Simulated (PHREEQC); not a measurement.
Consider water at 25 °C with 0.027 mol CdCl2 per kg of water. Closed to the air; pH follows from the charge balance.

The numbers come from PHREEQC with the ion-association model, wateq4f.dat.

```json
{
  "pH": "5.65",
  "ionic_strength": "0.0453 mol/kgw"
}
```

| species | molality | activity | log γ |
|---|---|---|---|
| Cl- | 0.0353 | 0.0289 | -0.087 |
| CdCl+ | 0.0155 | 0.0128 | -0.083 |
| Cd+2 | 0.00992 | 0.00464 | -0.330 |
| CdCl2 | 0.00153 | 0.00155 | 0.005 |
| CdCl3- | 3.42e-5 | 2.83e-5 | -0.083 |
| H+ | 2.59e-6 | 2.22e-6 | -0.067 |
| CdOHCl | 2.35e-6 | 2.38e-6 | 0.005 |
| CdOH+ | 2.10e-7 | 1.73e-7 | -0.083 |
| Cd2OH+3 | 2.18e-8 | 3.94e-9 | -0.743 |
| OH- | 5.50e-9 | 4.50e-9 | -0.087 |

This is a speciation only: nothing precipitates in the calculation.
